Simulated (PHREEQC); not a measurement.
Synthetic water in mmol/kgw, 15 °C, pH 7.31, pe -0.5: Na 0.629; K 0.198; Ca 0.187; Mg 0.131; Cl 0.281; S(6) 0.0644; Alkalinity (meq/kgw) 1.01; N(-3) 0.000321.

Valence states are taken as typed.

Computed with PHREEQC (ion-association model, phreeqc.dat).

Precipitation was switched off in this run.

### Question
Order these C species by the share of C that they hold, largest first: CO2, HCO3-, MgHCO3+, CaHCO3+.

### Answer
HCO3- (89 %), CO2 (11 %), CaHCO3+ (0.14 %), MgHCO3+ (0.11 %)

The pH is 7.31 and the ionic strength 0.00181 mol/kgw. Complexes and solids missing from the database can't appear.
